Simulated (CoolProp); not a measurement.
Values from CoolProp's reference Helmholtz-energy equation of state, Gao 2020.

Question: For ammonia, give the phase and the cp (kJ/(kg K)), speed of sound (m/s) at 400.8 K and 8.49 MPa.

Answer: 
- 400.8 K and 8.49 MPa: gas; cp 6.94, speed of sound 384
